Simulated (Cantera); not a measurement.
Cantera run, input and output.

```python
import numpy as np
import cantera as ct

gas = ct.Solution("SiF4_NH3_mec.yaml", "gas")
gas.TPX = 2275, 101325, {'NH3': 1, 'N2': 0.12}
reactor = ct.IdealGasConstPressureReactor(gas, energy="off", clone=False)
net = ct.ReactorNet([reactor])
net.rtol, net.atol = 1e-08, 1e-18
show = ['NH3', 'H2', 'NH', 'N2H2', 'NH2', 'N2H4', 'N2']
times = np.geomspace(9e-06, 2, 9)

steps = ct.SolutionArray(gas, extra=["t"])
rows = []
print(f"{'t/s':>10s}{'T/K':>9s}{'P/Pa':>11s}" + "".join(f"{s:>11s}" for s in show))
for t in times:
    while net.time < t:
        t_next = net.step()
        steps.append(gas.state, t=t_next)
    rows.append([np.interp(t, steps.t, y) for y in (steps.T, steps.P, *steps(*show).X.T)])
    print(f"{t:10.3e}{rows[-1][0]:9.1f}{rows[-1][1]:11.4g}" + "".join(f"{x:11.3e}" for x in rows[-1][2:]))
rate = np.gradient(steps.T, steps.t)
print("integrator steps:", len(steps.t))
if steps.T.max() > steps.T[0] + 200:
    print(f"time of steepest temperature rise: {steps.t[rate.argmax()]:.4e} s")
gas.TPX = 2275, 101325, {'NH3': 1, 'N2': 0.12}
gas.equilibrate("TP")
print(f"equilibrium (TP): T = {gas.T:.1f} K  " + "  ".join(f"{s} {gas[s].X[0]:.3e}" for s in show))
```

Result:

```
       t/s      T/K       P/Pa        NH3         H2         NH       N2H2        NH2       N2H4         N2
 9.000e-06   2275.0  1.013e+05  8.893e-01  1.317e-03  1.472e-05  4.657e-06  2.242e-03  3.337e-07  1.070e-01
 4.194e-05   2275.0  1.013e+05  8.742e-01  1.170e-02  4.977e-05  2.558e-05  4.704e-03  1.473e-06  1.092e-01
 1.954e-04   2275.0  1.013e+05  8.040e-01  6.760e-02  6.362e-05  2.232e-05  4.063e-03  1.100e-06  1.240e-01
 9.105e-04   2275.0  1.013e+05  5.650e-01  2.576e-01  7.319e-05  1.247e-05  2.823e-03  5.308e-07  1.740e-01
 4.243e-03   2275.0  1.013e+05  1.589e-01  5.797e-01  5.418e-05  2.481e-06  1.139e-03  8.638e-08  2.588e-01
 1.977e-02   2275.0  1.013e+05  1.590e-03  7.010e-01  8.801e-06  1.089e-08  4.422e-05  1.298e-10  2.912e-01
 9.212e-02   2275.0  1.013e+05  5.963e-05  7.014e-01  4.366e-07  2.526e-11  1.904e-06  2.406e-13  2.914e-01
 4.292e-01   2275.0  1.013e+05  1.122e-05  7.015e-01  8.221e-08  3.524e-12  3.584e-07  8.528e-15  2.914e-01
 2.000e+00   2275.0  1.013e+05  4.507e-06  7.015e-01  3.302e-08  2.855e-12  1.440e-07  1.381e-15  2.914e-01
integrator steps: 1742
equilibrium (TP): T = 2275.0 K  NH3 4.334e-06  H2 7.015e-01  NH 3.175e-08  N2H2 2.845e-12  NH2 1.384e-07  N2H4 1.278e-15  N2 2.914e-01
```

Cantera simulation using the gas-phase N/H chemistry of the illustrative SiF4/NH3 mechanism in the Surface Chemkin manual (1991); the numbers are that mechanism's predictions, not measurements. Walls and surfaces, which speed up NH3 decomposition in real reactors, are not modelled.
